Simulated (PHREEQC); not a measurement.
Make-up at 35 °C: 0.001 mol/kgw CdCl2, 5.6e-05 mol/kgw CuCl2 and 0.019 mol/kgw HCl. Closed to the air; pH follows from the charge balance.

Model: ion-association model, phreeqc.dat, run in PHREEQC.

Each row changes one thing in this solution. No solid was allowed to form.

| case | pH | ionic strength (mol/kgw) | CdCl+ (mol/kgw) | Cd+2 (mol/kgw) | Cu+2 (mol/kgw) | CdCl2 (mol/kgw) |
|---|---|---|---|---|---|---|
| as made | 1.77 | 0.0210 | 0.000513 | 0.000452 | 5.32e-5 | 3.39e-5 |
| HCl from 0.019 to 0.0019 mol/kgw | 2.75 | 0.00462 | 0.000216 | 0.000781 | 5.53e-5 | 3.05e-6 |
| temperature from 35 to 30 °C | 1.77 | 0.0210 | 0.000511 | 0.000455 | 5.38e-5 | 3.32e-5 |
| temperature from 35 to 15 °C | 1.77 | 0.0211 | 0.000504 | 0.000465 | 5.49e-5 | 3.12e-5 |
| diluted 5-fold with water | 2.45 | 0.00434 | 4.69e-5 | 0.000152 | 1.10e-5 | 7.31e-7 |
| temperature from 35 to 60 °C | 1.78 | 0.0210 | 0.000522 | 0.000441 | 4.88e-5 | 3.67e-5 |
| CdCl2 from 0.001 to 0.005 mol/kgw | 1.78 | 0.0280 | 0.00273 | 0.00204 | 5.27e-5 | 0.000219 |

Species that the database lacks are ignored. At this temperature some constants are extrapolated from 25 °C, and those without enthalpy data are left unchanged.
